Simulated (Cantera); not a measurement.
Charge: 1 mol CH₃OH, 0.012 mol O₂, 49 mol N₂, held at 1 atm.

Equilibrium computed with Cantera from the NASA thermochemical tables; the gas is ideal and each condensed phase is pure. Candidate condensed phases: C, C₆H₆, C₇H₈, C₈H₁₈, H₂O; 136 gas species. Rates play no part.

### Question
Which condensed phases are stable at each of these points (T (K)): 800, 900, 1000, 1100, 1200, 1300, 1400, 1500, 1600, 1700, 1800, 1900, 2000, 2100?

### Answer
```
T (K)  condensed phases  C condensed (%)
-----  ----------------  ---------------
800         C(graphite)             37.6
900         C(graphite)              9.8
1000           gas only              0.0
1100           gas only              0.0
1200           gas only              0.0
1300           gas only              0.0
1400           gas only              0.0
1500           gas only              0.0
1600           gas only              0.0
1700           gas only              0.0
1800           gas only              0.0
1900           gas only              0.0
2000           gas only              0.0
2100           gas only              0.0
```

From 800 K to 900 K the condensed part is C(graphite). From 1000 K to 2100 K nothing is condensed.
